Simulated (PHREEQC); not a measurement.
Dissolve 1.6 mmol/kgw CdSO4 at 25 °C. Closed to the air; pH follows from the charge balance.

Computed with PHREEQC (ion-association model, wateq4f.dat).

This is a speciation only: nothing precipitates in the calculation.

### Question
Order these Cd species by the share of Cd that they hold, largest first: CdSO4, Cd(SO4)2-2, Cd+2.

### Answer
Cd+2 (83 %), CdSO4 (17 %), Cd(SO4)2-2 (0.25 %)

### Question
Order these S species by the share of S that they hold, largest first: Cd(SO4)2-2, CdSO4, SO4-2.

### Answer
SO4-2 (83 %), CdSO4 (17 %), Cd(SO4)2-2 (0.49 %)

The pH is 6.54 and the ionic strength 0.00530 mol/kgw.
